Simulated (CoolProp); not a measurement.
c-C4F8 (RC318) along the isobar 45.4 bar: density (kg/m³) from the reference equation and from simpler models built on Tc = 388.4 K, pc = 27.78 bar, ω = 0.355; each cubic takes its own stable root.

Model: reference Helmholtz-energy equation of state, Platzer 1990, in CoolProp. This equation is an older, rougher fit; its heat capacities, sound speeds and derivatives of the liquid may be far off and weren't checked against measurements.

| T (K) | phase | reference | van der Waals | Redlich-Kwong | Soave-Redlich-Kwong | Peng-Robinson |
|---|---|---|---|---|---|---|
| 261.8 | liquid | 1652 | 1050 | 1504 | 1571 | 1771 |
| 274.8 | liquid | 1608 | 1028 | 1461 | 1530 | 1726 |
| 287.7 | liquid | 1564 | 1005 | 1417 | 1486 | 1677 |
| 300.7 | liquid | 1517 | 980.4 | 1369 | 1438 | 1624 |
| 313.7 | liquid | 1467 | 954.5 | 1319 | 1385 | 1564 |
| 326.6 | liquid | 1415 | 927.3 | 1265 | 1327 | 1499 |
| 339.6 | liquid | 1358 | 897.8 | 1206 | 1263 | 1425 |
| 352.6 | liquid | 1295 | 866.0 | 1142 | 1191 | 1341 |
| 365.5 | liquid | 1224 | 831.5 | 1072 | 1109 | 1245 |
| 378.5 | liquid | 1140 | 792.9 | 993.0 | 1012 | 1130 |
| 391.5 | supercritical | 1031 | 749.4 | 901.7 | 894.4 | 990.3 |
| 404.5 | supercritical | 874.7 | 699.1 | 793.6 | 746.7 | 813.7 |
| 417.4 | supercritical | 655.7 | 640.0 | 667.0 | 580.6 | 621.2 |
| 430.4 | supercritical | 494.0 | 569.3 | 541.2 | 460.2 | 488.5 |
| 443.4 | supercritical | 410.7 | 493.7 | 452.3 | 391.1 | 413.2 |
